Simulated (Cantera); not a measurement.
# Ignition delay

Mixture: 7.25 % CH4, 0.797 % C2H6, 1.45 % C3H8, 18.8 % O2, 71.7 % N2, at 1.01 bar, adiabatic and at constant volume. Ignition delay is the time to a rise of 400 K.

Detailed kinetics in Cantera: GRI-Mech 3.0 (53 species, 325 reactions). GRI-Mech 3.0 was tuned for natural gas; its chemistry of propane as a main component is partial and can be far from experiment.

| T0 (K) | delay (ms) |
|---|---|
| 1050 | 59.7 |
| 1125 | 17.2 |
| 1200 | 4.99 |
| 1275 | 1.57 |
| 1350 | 0.567 |
| 1425 | 0.237 |
| 1500 | 0.114 |
| 1575 | 0.0623 |

```yaml
apparent activation energy between 1425 and 1575 K: 170 kJ/mol
```
